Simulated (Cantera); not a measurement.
Input: 1 mol toluene, 0.13 mol NH3, 1.5 mol N2, at 775 K and 101000 Pa.

These are equilibrium values from Cantera (NASA tables, ideal gas, pure condensed phases), not measurements of a reactor. Candidate condensed phases: C, C6H6, C7H8, C8H18; 92 gas species. Kinetics and transport are ignored.

Base state: H2 0.369, N2 0.348, CH4 0.282, NH3 0.000520 (mole fractions); condensed: C(graphite).

Task: What changes in the equilibrium state with this change: temperature from 775 K to 1323 K?

Result: 
```csv
species,before,after
H2,0.369,0.724
N2,0.348,0.273
CH4,0.282,0.00361
HCN,1.76e-8,0.000114
NH3,0.000520,3.69e-5
"C(graphite), mol",5.73,6.98
```
